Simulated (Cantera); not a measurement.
An isothermal, constant-pressure homogeneous reactor starts with H2 : O2 : H2O = 0.37 : 1 : 0.012 (molar parts), equivalence ratio 0.18, at 1400 K and 730 Pa.

Detailed kinetics in Cantera: the H2/O2 subset of GRI-Mech 3.0, which has no nitrogen chemistry. Radical loss at walls, strong at low pressure, is not modelled. The temperature is held fixed by assumption; the heat of reaction is taken as removed at once.

Problem. Predict: x(H2) at 6.00 s; x(O2) at 6.00 s; x(HO2) at 6.00 s; x(OH) at 6.00 s; x(H2O) at 6.00 s; x(O) at 6.00 s.

Solution. 
```json
{
 "x(H2) at 6.00 s": "4.36e-6 (gas-phase equilibrium 2.06e-6)",
 "x(O2) at 6.00 s": "0.681 (gas-phase equilibrium 0.681)",
 "x(HO2) at 6.00 s": "9.42e-8 (gas-phase equilibrium 1.14e-7)",
 "x(OH) at 6.00 s": "0.000368 (gas-phase equilibrium 0.000253)",
 "x(H2O) at 6.00 s": "0.319 (gas-phase equilibrium 0.319)",
 "x(O) at 6.00 s": "1.95e-5 (gas-phase equilibrium 9.20e-6)"
}
```
